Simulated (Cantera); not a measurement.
A perfectly stirred reactor is fed with 9.17 % CH₃OH, 19.1 % O₂, 71.8 % N₂, at 1.90 bar; it is adiabatic with a 748 K inlet, and is followed from long to short residence time, starting on the burning branch (τ in s: 0.045, 0.023, 0.011, 0.0056, 0.0028, 0.0014, 0.00069, 0.00034, 0.00017, 8.5e-05, 4.2e-05, 2.1e-05).

Detailed kinetics in Cantera: GRI-Mech 3.0 (53 species, 325 reactions). GRI-Mech 3.0 was tuned for natural gas; its chemistry of methanol as a main component is partial and can be far from experiment.

Problem. Predict: blow-out, bracketed by the residence times tried; x(CH₃OH) at τ = 45.0 ms; x(O₂) at τ = 45.0 ms; x(HCN) at τ = 45.0 ms; x(NO) at τ = 45.0 ms; x(HCO) at τ = 45.0 ms; x(CH₃OH) at τ = 0.690 ms; x(O₂) at τ = 0.690 ms; x(HCN) at τ = 0.690 ms; x(NO) at τ = 0.690 ms; x(HCO) at τ = 0.690 ms.

Solution. 
| Quantity | Result |
|---|---|
| blow-out, bracketed by the residence times tried | burning at 42.0 µs, out at 21.0 µs |
| x(CH₃OH) at τ = 45.0 ms | 9.76e-7 |
| x(O₂) at τ = 45.0 ms | 0.0501 |
| x(HCN) at τ = 45.0 ms | 1.10e-8 |
| x(NO) at τ = 45.0 ms | 0.00149 |
| x(HCO) at τ = 45.0 ms | 3.62e-8 |
| x(CH₃OH) at τ = 0.690 ms | 2.65e-5 |
| x(O₂) at τ = 0.690 ms | 0.0543 |
| x(HCN) at τ = 0.690 ms | 1.69e-8 |
| x(NO) at τ = 0.690 ms | 7.42e-5 |
| x(HCO) at τ = 0.690 ms | 2.36e-6 |
